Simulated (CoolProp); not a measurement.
Vapour-liquid equilibrium of hydrogen chloride (1) + n-butane (2) at 282 K; x and y are mole fractions of (1).

Model: multi-fluid Helmholtz-energy mixture model, Thol 2018 and Bücker 2006; pair parameters Bell 2016, in CoolProp.

Problem. Give the bubble pressure and the first vapour's composition at x = 0.2, 0.35, 0.5. Is there an azeotrope?

Solution. x = 0.2: 1018 kPa, y = 0.858; x = 0.35: 1539 kPa, y = 0.907; x = 0.5: 1923 kPa, y = 0.929. No azeotrope shows between x = 0.05 and 0.95.

The pair parameters rest on a limited set of measurements; away from them the model extrapolates. The gap from Raoult's law changes sign with composition, which may be real or a fault of the pair parameters; it wasn't checked against measurements.
